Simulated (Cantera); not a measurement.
## Adiabatic ignition

An adiabatic, constant-pressure homogeneous reactor starts with 6.45 % CH4, 0.710 % C2H6, 0.497 % C3H8, 14.9 % O2, 77.4 % N2, equivalence ratio 1.2, at 1775 K and 32000 Pa.

Computed with Cantera and GRI-Mech 3.0 (53 species, 325 reactions).

```json
[
 {"t (s)": "1.00e-6", "T (K)": "1773", "x CH4": "0.0645", "x C2H6": "0.00701", "x C3H8": "0.00485", "x O": "1.96e-6", "x NO": "<1e-12"},
 {"t (s)": "3.98e-6", "T (K)": "1767", "x CH4": "0.0643", "x C2H6": "0.00669", "x C3H8": "0.00447", "x O": "1.23e-5", "x NO": "4.57e-12"},
 {"t (s)": "1.58e-5", "T (K)": "1752", "x CH4": "0.0624", "x C2H6": "0.00536", "x C3H8": "0.00302", "x O": "3.01e-5", "x NO": "3.15e-10"},
 {"t (s)": "6.31e-5", "T (K)": "1887", "x CH4": "0.0390", "x C2H6": "0.000750", "x C3H8": "5.69e-5", "x O": "0.000175", "x NO": "5.16e-8"},
 {"t (s)": "0.000251", "T (K)": "2501", "x CH4": "<1e-12", "x C2H6": "<1e-12", "x C3H8": "<1e-12", "x O": "0.0105", "x NO": "0.000161"},
 {"t (s)": "0.00100", "T (K)": "2590", "x CH4": "<1e-12", "x C2H6": "<1e-12", "x C3H8": "<1e-12", "x O": "0.00832", "x NO": "0.000776"},
 {"t (s)": "0.00398", "T (K)": "2678", "x CH4": "<1e-12", "x C2H6": "<1e-12", "x C3H8": "<1e-12", "x O": "0.00596", "x NO": "0.00326"},
 {"t (s)": "0.0158", "T (K)": "2680", "x CH4": "<1e-12", "x C2H6": "<1e-12", "x C3H8": "<1e-12", "x O": "0.00550", "x NO": "0.00590"},
 {"t (s)": "0.0631", "T (K)": "2679", "x CH4": "<1e-12", "x C2H6": "<1e-12", "x C3H8": "<1e-12", "x O": "0.00548", "x NO": "0.00601"},
 {"t (s)": "0.251", "T (K)": "2679", "x CH4": "<1e-12", "x C2H6": "<1e-12", "x C3H8": "<1e-12", "x O": "0.00548", "x NO": "0.00601"},
 {"t (s)": "1.00", "T (K)": "2679", "x CH4": "<1e-12", "x C2H6": "<1e-12", "x C3H8": "<1e-12", "x O": "0.00548", "x NO": "0.00601"}
]
```
x: mole fraction; the columns are a selection and need not sum to one.

```json
{
 "time_of_steepest_temperature_rise": "94.6 µs",
 "temperature at 1.00 s": "2679 K",
 "equilibrium_temperature": "2679 K",
 "x(CH4) at 1.00 s": "<1e-12 (gas-phase equilibrium <1e-12)",
 "x(C2H6) at 1.00 s": "<1e-12 (gas-phase equilibrium <1e-12)",
 "x(C3H8) at 1.00 s": "<1e-12 (gas-phase equilibrium <1e-12)"
}
```
